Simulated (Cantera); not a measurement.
Input: 1 mol Fe₃O₄, a varied amount of H₂, held at 1848.15 K and 79.0 Pa.

Equilibrium computed with Cantera from the NASA thermochemical tables; the gas is ideal and each condensed phase is pure. Candidate condensed phases: Fe, FeO, Fe(OH)₂, Fe(OH)₃, Fe₂O₃, Fe₃O₄, H₂O; 12 gas species. Each liquid is taken as pure. Mutual solubility and eutectic melting of coexisting phases are not modelled. The tables' stoichiometric FeO is somewhat more stable than real wüstite, so its field is too wide. FeO: taken at fixed stoichiometry. Kinetics and transport are ignored.

x: gas mole fraction; n: condensed amount in mol.

| n(H₂) (mol) | x H₂ | x H₂O | x Fe | x H | x OH | n FeO(l) | n Fe(l) |
|---|---|---|---|---|---|---|---|
| 3.3 | 0.587 | 0.340 | 0.0572 | 0.0145 | 0.000616 | 2.80 | 0 |
| 5.8 | 0.625 | 0.286 | 0.0723 | 0.0149 | 0.000503 | … | … |
| 10 | 0.625 | 0.286 | 0.0723 | 0.0149 | 0.000503 | 0.875 | 1.33 |
| 18 | … | … | 0.0723 | 0.0159 | … | 0 | … |
| 32 | 0.796 | 0.115 | 0.0723 | 0.0168 | 0.000178 | 0 | 0.478 |
| 57 | 0.867 | 0.0659 | 0.0495 | 0.0176 | 9.84e-5 | 0 | 0 |
| 100 | 0.915 | 0.0384 | 0.0288 | 0.0181 | 5.58e-5 | 0 | 0 |

Task: Some entries are withheld; supply them.

Result: 
- 5.8, n FeO(l): 2.19
- 5.8, n Fe(l): 0.353
- 18, x H₂: 0.708
- 18, x H₂O: 0.204
- 18, x OH: 0.000336
- 18, n Fe(l): 1.58
